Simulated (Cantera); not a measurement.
Input: 1 mol Fe(CO)5, 0.19 mol H2, held at 4.40 bar.

Method: chemical equilibrium by Gibbs-energy minimisation in Cantera with the NASA 1993 tables (ideal gas, pure condensed phases). Candidate condensed phases: C, C6H6, C7H8, C8H18, Fe, Fe(CO)5, FeO, Fe(OH)2, Fe(OH)3, Fe2O3, Fe3O4, H2O; 114 gas species. The tables' stoichiometric FeO is somewhat more stable than real wüstite, so its field is too wide. FeO: taken at fixed stoichiometry. Condensed phases not in the tables: cementite and carbon dissolved in iron. Equilibrium is a limit: real reactors are often held back by kinetics, nucleation or transport.

x: gas mole fraction; n: condensed amount in mol.

```csv
T (K),x CO,x CO2,x H2O,x H2,x CH4,n C(graphite),n FeO(s),n Fe(α),n Fe(γ)
923,0.224,0.698,0.0466,0.0306,0.000958,2.78,1.00,0,0
973,…,…,…,…,…,2.58,1.00,0,0
1023,0.516,0.419,0.0247,0.0397,0.000522,2.29,1.00,0,0
1073,0.667,0.275,0.0160,0.0419,0.000355,1.94,1.00,0,0
1123,0.791,0.166,0.00797,0.0347,0.000156,0.769,0,1.00,0
1173,0.868,…,…,0.0352,…,…,0,1.00,0
1223,0.911,0.0503,0.00286,0.0355,7.41e-5,0.261,0,0,1.00
```

**Question.** What belongs in the gaps?

**Answer.** 
- 973, x CO: 0.359
- 973, x CO2: 0.569
- 973, x H2O: 0.0353
- 973, x H2: 0.0360
- 973, x CH4: 0.000732
- 1173, x CO2: 0.0924
- 1173, x H2O: 0.00477
- 1173, x CH4: 0.000106
- 1173, n C(graphite): 0.459
